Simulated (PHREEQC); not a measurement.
Alkaline etch or developer

Consider water at 25 °C with 0.061 mol KOH, 6e-05 mol Na2SiO3 and 3.5e-05 mol K2CO3 per kg of water. Closed to the air; pH follows from the charge balance.

Equilibrium calculation in PHREEQC: ion-association model, wateq4f.dat.

- pH = 12.69
- ionic strength = 0.0612 mol/kgw
- total alkalinity = 61.2 meq/kg

| species | molality | activity | log γ |
|---|---|---|---|
| K+ | 0.0611 | 0.0488 | -0.097 |
| OH- | 0.0610 | 0.0487 | -0.098 |
| Na+ | 0.000120 | 9.74e-5 | -0.091 |
| H3SiO4- | 3.75e-5 | 3.02e-5 | -0.095 |
| CO3-2 | 3.49e-5 | 1.55e-5 | -0.351 |
| H2SiO4-2 | 2.24e-5 | 9.99e-6 | -0.351 |
| HCO3- | 8.33e-8 | 6.81e-8 | -0.088 |
| H4SiO4 | 4.14e-8 | 4.20e-8 | 0.006 |
| NaCO3- | 3.45e-8 | 2.82e-8 | -0.088 |

No solid was allowed to form.
